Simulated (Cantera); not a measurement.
A freely propagating, adiabatic, planar premixed flame of CH4 : O2 : N2 = 1 : 1.82 : 6.91 (molar parts), unburnt at 375 K and 14000 Pa; mixture-averaged transport, grid criteria slope 0.08 and curve 0.16, no radiation.

Model: GRI-Mech 3.0 (53 species, 325 reactions), integrated in Cantera. Burning velocities carry a grid error of a few per cent, more on coarse grids.

### Question
What does this change do: N2 6.91 to 8.9 parts?

### Answer
| quantity | before | after |
|---|---|---|
| laminar burning velocity | 83.4 cm/s | 56.4 cm/s |
| thermal thickness | 2.14 mm | 2.77 mm |
| peak x(H) | 0.0156 | 0.0119 |
| peak x(HO2) | 0.000120 | 7.83e-5 |
| peak x(C2H6) | 0.00118 | 0.00100 |
| peak x(HCO) | 8.28e-5 | 4.77e-5 |

### Question
What does this change do: inlet temperature 375 to 425 K?

### Answer
```tsv
quantity	before	after
laminar burning velocity	83.4 cm/s	101 cm/s
thermal thickness	2.14 mm	2.07 mm
peak x(H)	0.0156	0.0161
peak x(HO2)	0.000120	0.000126
peak x(C2H6)	0.00118	0.00122
peak x(HCO)	8.28e-5	8.83e-5
```
